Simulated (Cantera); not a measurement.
Feed: 1 mol Ti(OiPr)4, 0.4 mol CH4, 2.3 mol H2, at 1.00 bar.

Equilibrium computed with Cantera from the NASA thermochemical tables; the gas is ideal and each condensed phase is pure. Candidate condensed phases: C, C6H6, C7H8, C8H18, H2O, Ti, TiC, TiO, TiO2, Ti2O3, Ti3O5, Ti4O7; 113 gas species. The feed counts by its element totals alone. Mutual solubility and eutectic melting of coexisting phases are not modelled. TiC: taken at fixed stoichiometry. Condensed phases not in the tables: Magnéli phases beyond Ti4O7. The numbers say what is thermodynamically allowed, not how fast it happens.

x: gas mole fraction; n: condensed amount in mol.

```csv
T (K),x H2,x CO,x CH4,x H2O,n C(graphite),n TiO2(rutile),n Ti4O7(s),n Ti3O5(s),n TiC(s)
1200,0.882,0.103,0.0123,0.00237,10.2,1.00,0,0,0
1250,0.874,0.116,0.00840,0.00152,10.0,0,0.250,0,0
1300,0.877,0.116,0.00605,0.000928,10.1,0,0.250,0,0
1350,0.875,0.120,0.00441,0.000602,9.99,0,0,0.333,0
1400,0.876,0.120,0.00332,0.000392,10.0,0,0,0.333,0
1450,0.872,0.126,0.00251,0.000273,9.83,0,0,0.309,0.0725
1500,0.808,0.190,0.00168,0.000263,7.37,0,0,0,1.00
1550,0.809,0.190,0.00133,0.000186,7.38,0,0,0,1.00
1600,0.809,0.190,0.00107,0.000134,7.38,0,0,0,1.00
1650,0.809,0.190,?,?,7.38,0,0,0,1.00
1700,0.809,0.190,0.000718,7.41e-5,7.38,0,0,0,1.00
1750,0.809,0.190,0.000598,5.65e-5,7.38,0,0,0,1.00
1800,0.809,0.190,?,?,7.38,0,0,0,1.00
1850,0.809,0.190,0.000429,3.44e-5,7.38,0,0,0,1.00
```

Task: What belongs in the gaps?

Result: 
- 1800, x CH4: 0.000504
- 1800, x H2O: 4.38e-5
- 1650, x CH4: 0.000870
- 1650, x H2O: 9.87e-5
